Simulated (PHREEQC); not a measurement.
2.2 g of hydrous ferric oxide (600 m²/g; 0.2 weak and 0.005 strong sites per Fe, Dzombak-Morel constants, diffuse double layer) in 1 kg of water with 0.001 mol/kgw of an inert sodium salt, at 25 °C; the pH is set by adding NaOH or the inert anion's acid. O2 is buffered at 0.21 atm. No CO2 enters from the air. Precipitation was switched off in this run.

All values are PHREEQC results (ion-association model, wateq4f.dat), not measurements.

| pH | surface charge σ (C/m²) | surface potential ψ (mV) |
|---|---|---|
| 4 | 0.142 | 204 |
| 4.5 | ? | 187 |
| 5 | 0.057 | ? |
| 5.5 | 0.034 | 144 |
| 6 | 0.020 | 119 |
| 6.5 | ? | ? |
| 7 | 0.006 | 64 |
| 7.5 | ? | 35 |
| 8 | ? | 6 |
| 8.5 | -0.002 | -23 |
| 9 | -0.004 | -51 |
| 9.5 | ? | -80 |
| 10 | -0.016 | -107 |

Question: Some entries are withheld; supply them.

Answer: 
- 4.5, surface charge σ (C/m²): 0.092
- 5, surface potential ψ (mV): 167
- 6.5, surface charge σ (C/m²): 0.011
- 6.5, surface potential ψ (mV): 92
- 7.5, surface charge σ (C/m²): 0.003
- 8, surface charge σ (C/m²): 0.000
- 9.5, surface charge σ (C/m²): -0.009
